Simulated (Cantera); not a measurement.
A perfectly stirred reactor is fed with 0.219 % CH4, 99.5 % H2, 0.239 % CO2, at 10.00 Torr; it is held at 2475 K, and followed from long to short residence time.

Detailed kinetics in Cantera: GRI-Mech 3.0 (53 species, 325 reactions). Radical loss at walls, strong at low pressure, is not modelled.

x: mole fraction; the columns are a selection and need not sum to one.

| τ (s) | x CH4 | x H2 | x CO2 | x O2 | x H | x CH3 |
|---|---|---|---|---|---|---|
| 9.5 | 6.26e-7 | 0.826 | 1.84e-7 | 1.05e-10 | 0.170 | 2.31e-6 |
| 2.6 | (withheld) | 0.844 | (withheld) | 1.55e-10 | (withheld) | (withheld) |
| 0.71 | 1.16e-5 | 0.888 | 9.52e-7 | 2.95e-10 | 0.107 | 2.52e-5 |
| 0.19 | (withheld) | 0.938 | (withheld) | 4.23e-10 | (withheld) | (withheld) |
| 0.053 | 0.000369 | 0.961 | 2.51e-5 | 2.85e-10 | 0.0329 | 0.000229 |
| 0.014 | 0.00107 | 0.974 | 0.000148 | 1.08e-10 | 0.0195 | 0.000392 |
| 0.0039 | 0.00181 | 0.985 | 0.000832 | 1.42e-11 | 0.00867 | 0.000297 |
| 0.0011 | 0.00207 | 0.992 | 0.00205 | 1.35e-12 | 0.00274 | 0.000116 |
| 0.00029 | 0.00215 | 0.995 | 0.00236 | <1e-12 | 0.000737 | 4.16e-5 |

**Question.** Fill in the missing entries.

**Answer.** 
- 2.6, x CH4: 2.15e-6
- 2.6, x CO2: 3.18e-7
- 2.6, x H: 0.152
- 2.6, x CH3: 6.97e-6
- 0.19, x CH4: 8.62e-5
- 0.19, x CO2: 4.70e-6
- 0.19, x H: 0.0565
- 0.19, x CH3: 9.38e-5
